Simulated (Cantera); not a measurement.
An adiabatic, constant-volume homogeneous reactor starts with H₂ : O₂ : N₂ : NO = 1 : 0.806 : 3.03 : 0.0055 (molar parts), at 1750 K and 0.490 bar. Integrator tolerance rtol = 1e-08.

Detailed kinetics in Cantera: GRI-Mech 3.0 (53 species, 325 reactions).

### Question
What does this change do: constant pressure in place of constant volume?

### Answer
```
quantity                                                            before                                    after
---------------------------------  ---------------------------------------  ---------------------------------------
time of steepest temperature rise                                  13.3 µs                                  13.3 µs
temperature at 5.00 s                                               2819 K                                   2716 K
equilibrium temperature                                             2819 K                                   2716 K
x(H₂) at 5.00 s                      0.0204 (gas-phase equilibrium 0.0204)    0.0172 (gas-phase equilibrium 0.0172)
x(O₂) at 5.00 s                      0.0561 (gas-phase equilibrium 0.0561)    0.0578 (gas-phase equilibrium 0.0578)
x(NO) at 5.00 s                      0.0180 (gas-phase equilibrium 0.0180)    0.0158 (gas-phase equilibrium 0.0158)
x(H₂O₂) at 5.00 s                  4.63e-7 (gas-phase equilibrium 4.63e-7)  3.35e-7 (gas-phase equilibrium 3.35e-7)
x(O) at 5.00 s                       0.0162 (gas-phase equilibrium 0.0162)    0.0133 (gas-phase equilibrium 0.0133)
x(OH) at 5.00 s                      0.0360 (gas-phase equilibrium 0.0360)    0.0317 (gas-phase equilibrium 0.0317)
```

### Question
What does this change do: initial temperature 1750 to 1598 K?

### Answer
```json
[
 {"quantity": "time of steepest temperature rise", "before": "13.3 µs", "after": "20.1 µs"},
 {"quantity": "temperature at 5.00 s", "before": "2819 K", "after": "2779 K"},
 {"quantity": "equilibrium temperature", "before": "2819 K", "after": "2779 K"},
 {"quantity": "x(H₂) at 5.00 s", "before": "0.0204 (gas-phase equilibrium 0.0204)", "after": "0.0175 (gas-phase equilibrium 0.0175)"},
 {"quantity": "x(O₂) at 5.00 s", "before": "0.0561 (gas-phase equilibrium 0.0561)", "after": "0.0568 (gas-phase equilibrium 0.0568)"},
 {"quantity": "x(NO) at 5.00 s", "before": "0.0180 (gas-phase equilibrium 0.0180)", "after": "0.0172 (gas-phase equilibrium 0.0172)"},
 {"quantity": "x(H₂O₂) at 5.00 s", "before": "4.63e-7 (gas-phase equilibrium 4.63e-7)", "after": "4.70e-7 (gas-phase equilibrium 4.70e-7)"},
 {"quantity": "x(O) at 5.00 s", "before": "0.0162 (gas-phase equilibrium 0.0162)", "after": "0.0135 (gas-phase equilibrium 0.0135)"},
 {"quantity": "x(OH) at 5.00 s", "before": "0.0360 (gas-phase equilibrium 0.0360)", "after": "0.0329 (gas-phase equilibrium 0.0329)"}
]
```

### Question
What does this change do: initial temperature 1750 to 1448 K?

### Answer
```
quantity                                                            before                                    after
---------------------------------  ---------------------------------------  ---------------------------------------
time of steepest temperature rise                                  13.3 µs                                  32.4 µs
temperature at 5.00 s                                               2819 K                                   2737 K
equilibrium temperature                                             2819 K                                   2737 K
x(H₂) at 5.00 s                      0.0204 (gas-phase equilibrium 0.0204)    0.0147 (gas-phase equilibrium 0.0147)
x(O₂) at 5.00 s                      0.0561 (gas-phase equilibrium 0.0561)    0.0576 (gas-phase equilibrium 0.0576)
x(NO) at 5.00 s                      0.0180 (gas-phase equilibrium 0.0180)    0.0163 (gas-phase equilibrium 0.0163)
x(H₂O₂) at 5.00 s                  4.63e-7 (gas-phase equilibrium 4.63e-7)  4.74e-7 (gas-phase equilibrium 4.74e-7)
x(O) at 5.00 s                       0.0162 (gas-phase equilibrium 0.0162)    0.0110 (gas-phase equilibrium 0.0110)
x(OH) at 5.00 s                      0.0360 (gas-phase equilibrium 0.0360)    0.0296 (gas-phase equilibrium 0.0296)
```
